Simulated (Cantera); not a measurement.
Mixture: CH₃OH : O₂ : N₂ = 1 : 2.34 : 8.81 (molar parts), equivalence ratio 0.64, at 1.00 bar, adiabatic and at constant pressure. Ignition delay is the time to a rise of 400 K.

Computed with Cantera and GRI-Mech 3.0 (53 species, 325 reactions). GRI-Mech 3.0 was tuned for natural gas; its chemistry of methanol as a main component is partial and can be far from experiment.

Problem. What does this change do: CH3OH 1 to 0.79 parts?

Solution. 
| quantity | before | after |
|---|---|---|
| delay at 1150 K | 24.9 ms | 26.2 ms |
| delay at 1200 K | 10.6 ms | 11.1 ms |
| delay at 1250 K | 4.86 ms | 5.14 ms |
| delay at 1300 K | 2.40 ms | 2.55 ms |
| delay at 1350 K | 1.27 ms | 1.36 ms |
| delay at 1400 K | 0.713 ms | 0.770 ms |
| delay at 1450 K | 0.424 ms | 0.462 ms |
| apparent activation energy between 1350 and 1450 K | 180 kJ/mol | 180 kJ/mol |

Problem. What does this change do: pressure from 1.00 bar to 10.0 bar?

Solution. 
```json
[
 {"quantity": "delay at 1150 K", "before": "24.9 ms", "after": "3.95 ms"},
 {"quantity": "delay at 1200 K", "before": "10.6 ms", "after": "1.64 ms"},
 {"quantity": "delay at 1250 K", "before": "4.86 ms", "after": "0.738 ms"},
 {"quantity": "delay at 1300 K", "before": "2.40 ms", "after": "0.356 ms"},
 {"quantity": "delay at 1350 K", "before": "1.27 ms", "after": "0.184 ms"},
 {"quantity": "delay at 1400 K", "before": "0.713 ms", "after": "0.101 ms"},
 {"quantity": "delay at 1450 K", "before": "0.424 ms", "after": "58.8 µs"},
 {"quantity": "apparent activation energy between 1350 and 1450 K", "before": "180 kJ/mol", "after": "190 kJ/mol"}
]
```
